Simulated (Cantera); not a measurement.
Cantera with NASA thermochemical tables; ideal gases at 1 bar, condensed phases pure. Values are per mole of reaction as written; species without (g) are pure solids or liquids, kept so even where they would boil at 1 bar.

Between 2375 and 2775 K, where is each reaction favourable under standard conditions?
- TiCl₄(g) ⇌ 4 Cl(g) + Ti


- TiCl₄(g) ⇌ 4 Cl(g) + Ti: ΔG° is 398 kJ at 2375 K and 245 kJ at 2775 K; it stays positive (K < 1). ΔH° is 1310 kJ and ΔS° 384 J/K at 2775 K.
